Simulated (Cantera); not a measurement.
# Premixed flame

A freely propagating, adiabatic, planar premixed flame of CH₄ : O₂ : N₂ = 1 : 1.82 : 6.84 (molar parts), unburnt at 550 K and 1.01 bar; mixture-averaged transport, grid criteria slope 0.08 and curve 0.16, no radiation.

Cantera simulation using GRI-Mech 3.0 (53 species, 325 reactions); the numbers are that mechanism's predictions, not measurements. Burning velocities carry a grid error of a few per cent, more on coarse grids.

```
z (mm)   T (K)  u (m/s)     x CH₄     x O₂     x CH₃    x C₂H₄     x HO₂       x H
-------  -----  -------  --------  -------  --------  --------  --------  --------
-1.01      550     1.10     0.103    0.188   1.89e-8   1.02e-8   7.64e-8     <1e-8
-0.674     551     1.11     0.103    0.188   2.07e-7   1.70e-7   9.38e-7     <1e-8
-0.506     559     1.12     0.102    0.187   1.28e-6   1.58e-6   6.23e-6     <1e-8
-0.337     616     1.25    0.0977    0.182   1.26e-5   2.03e-5   4.79e-5   6.76e-7
-0.169    1014     2.09    0.0704    0.149  0.000481  0.000298  0.000130  0.000134
-0.0843   1435     2.99    0.0390    0.107   0.00256  0.000689  0.000168  0.000900
0         1825     3.84   0.00978   0.0574   0.00296  0.000457   9.63e-5   0.00390
0.0843    1994     4.20  0.000834   0.0280  0.000487   3.18e-5   1.58e-5   0.00784
0.169     2037     4.28   3.58e-5   0.0174   2.51e-5   4.88e-7   5.29e-6   0.00978
0.337     2078     4.34   6.76e-8   0.0124   5.36e-8     <1e-8   3.63e-6    0.0100
0.674     2128     4.43     <1e-8   0.0101     <1e-8     <1e-8   2.81e-6   0.00856
1.35      2191     4.54     <1e-8  0.00801     <1e-8     <1e-8   2.02e-6   0.00633
2.70      2255     4.65     <1e-8  0.00575     <1e-8     <1e-8   1.33e-6   0.00426
```
x: mole fraction of selected species; z is measured from the peak of heat release.

The laminar burning velocity is 110 cm/s and the thermal thickness is 0.337 mm. The peak x(CH₃) is 0.00356 and the peak x(C₂H₄) comes out as 0.000745. The peak x(HO₂) is 0.000169 and the peak x(H) comes out as 0.0102.
